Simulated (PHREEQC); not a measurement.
**Leach liquor: an equilibrium model**

Make-up at 65 °C and 500 atm: 0.082 mol/kgw H2SO4 and 0.27 mol/kgw LiCl. Closed to the air; pH follows from the charge balance.

Computed with PHREEQC (ion-association model, phreeqc.dat).

This is a speciation only: nothing precipitates in the calculation.

**Question.** Predict the pH.

**Answer.** pH 1.11.

**Question.** In which forms is Li present?

**Answer.** Li+ 98 %, LiSO4- 2.0 % of the Li.

Species that the database lacks are ignored. Under pressure, the constants of complexes without a molar volume in the database are unreliable. At this temperature some constants are extrapolated from 25 °C, and those without enthalpy data are left unchanged.
